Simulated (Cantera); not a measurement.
Input: 1 mol V₂O₅, a varied amount of H₂, 4.8 mol N₂, equilibrated at 2075 K and 1.00 bar.

These are equilibrium values from Cantera (NASA tables, ideal gas, pure condensed phases), not measurements of a reactor. Candidate condensed phases: H₂O, V, VN, VO, V₂O₃, V₂O₄, V₂O₅; 28 gas species. Mutual solubility and eutectic melting of coexisting phases are not modelled. VO: taken at fixed stoichiometry. Condensed phases not in the tables: the oxides between V₂O₃ and V₂O₅ other than VO₂. Equilibrium is a limit: real reactors are often held back by kinetics, nucleation or transport.

x: gas mole fraction; n: condensed amount in mol.

```csv
n(H₂) (mol),x H₂,x N₂,x H₂O,x H,n V₂O₃(s),n VO(l)
13,0.616,0.269,0.112,0.00209,0.999,0
35,0.827,(withheld),(withheld),0.00242,0.999,0
57,0.886,0.0776,0.0337,0.00251,0.912,0.173
79,0.906,(withheld),0.0344,0.00254,(withheld),(withheld)
100,0.923,0.0457,0.0285,0.00256,0,2.00
120,0.935,0.0384,0.0240,0.00258,0,2.00
140,0.944,0.0331,0.0207,0.00259,0,2.00
170,0.953,0.0274,0.0171,0.00260,0,2.00
190,0.957,0.0246,0.0154,0.00261,0,2.00
210,0.961,0.0223,0.0139,0.00261,0,2.00
```

Q: What belongs in the gaps?

A: 
- 79, x N₂: 0.0572
- 79, n V₂O₃(s): 0.106
- 79, n VO(l): 1.78
- 35, x N₂: 0.120
- 35, x H₂O: 0.0501
